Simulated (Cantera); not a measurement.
## Stirred combustor or abatement burner

A perfectly stirred reactor is fed with C₃H₈ : O₂ : N₂ = 1 : 7.04 : 26.5 (molar parts), equivalence ratio 0.71, at 2930 Torr; it is adiabatic with a 350 K inlet, and is followed from long to short residence time, starting on the burning branch (τ in s: 0.1, 0.049, 0.023, 0.011, 0.0054, 0.0026, 0.0012, 0.00058, 0.00028, 0.00013, 6.4e-05).

Detailed kinetics in Cantera: GRI-Mech 3.0 (53 species, 325 reactions). GRI-Mech 3.0 was tuned for natural gas; its chemistry of propane as a main component is partial and can be far from experiment.

```json
[
 {"τ (s)": "0.10", "T (K)": "1939", "x C₃H₈": "2.55e-7", "x O₂": "0.0572", "x OH": "0.00100", "x CH₂CO": "4.77e-7", "x C₂H₂": "1.40e-6", "x N₂O": "5.03e-7", "x HCN": "1.64e-8"},
 {"τ (s)": "0.049", "T (K)": "1937", "x C₃H₈": "4.82e-7", "x O₂": "0.0573", "x OH": "0.00113", "x CH₂CO": "8.93e-7", "x C₂H₂": "2.22e-6", "x N₂O": "6.21e-7", "x HCN": "1.89e-8"},
 {"τ (s)": "0.023", "T (K)": "1934", "x C₃H₈": "9.17e-7", "x O₂": "0.0573", "x OH": "0.00134", "x CH₂CO": "1.68e-6", "x C₂H₂": "3.32e-6", "x N₂O": "8.10e-7", "x HCN": "2.27e-8"},
 {"τ (s)": "0.011", "T (K)": "1929", "x C₃H₈": "1.66e-6", "x O₂": "0.0575", "x OH": "0.00160", "x CH₂CO": "3.00e-6", "x C₂H₂": "4.60e-6", "x N₂O": "1.05e-6", "x HCN": "2.80e-8"},
 {"τ (s)": "0.0054", "T (K)": "1922", "x C₃H₈": "2.87e-6", "x O₂": "0.0577", "x OH": "0.00193", "x CH₂CO": "5.16e-6", "x C₂H₂": "6.04e-6", "x N₂O": "1.28e-6", "x HCN": "3.51e-8"},
 {"τ (s)": "0.0026", "T (K)": "1911", "x C₃H₈": "4.93e-6", "x O₂": "0.0581", "x OH": "0.00232", "x CH₂CO": "8.79e-6", "x C₂H₂": "7.78e-6", "x N₂O": "1.44e-6", "x HCN": "4.46e-8"},
 {"τ (s)": "0.0012", "T (K)": "1894", "x C₃H₈": "8.61e-6", "x O₂": "0.0587", "x OH": "0.00279", "x CH₂CO": "1.51e-5", "x C₂H₂": "1.00e-5", "x N₂O": "1.47e-6", "x HCN": "5.91e-8"},
 {"τ (s)": "0.00058", "T (K)": "1869", "x C₃H₈": "1.46e-5", "x O₂": "0.0598", "x OH": "0.00322", "x CH₂CO": "2.49e-5", "x C₂H₂": "1.27e-5", "x N₂O": "1.38e-6", "x HCN": "8.06e-8"},
 {"τ (s)": "0.00028", "T (K)": "1833", "x C₃H₈": "2.55e-5", "x O₂": "0.0616", "x OH": "0.00356", "x CH₂CO": "4.11e-5", "x C₂H₂": "1.66e-5", "x N₂O": "1.22e-6", "x HCN": "1.17e-7"},
 {"τ (s)": "0.00013", "T (K)": "1775", "x C₃H₈": "5.07e-5", "x O₂": "0.0651", "x OH": "0.00361", "x CH₂CO": "7.35e-5", "x C₂H₂": "2.41e-5", "x N₂O": "1.00e-6", "x HCN": "1.80e-7"},
 {"τ (s)": "6.4e-5", "T (K)": "1668", "x C₃H₈": "0.000138", "x O₂": "0.0731", "x OH": "0.00274", "x CH₂CO": "0.000171", "x C₂H₂": "4.76e-5", "x N₂O": "6.88e-7", "x HCN": "2.70e-7"}
]
```
x: mole fraction; the columns are a selection and need not sum to one.
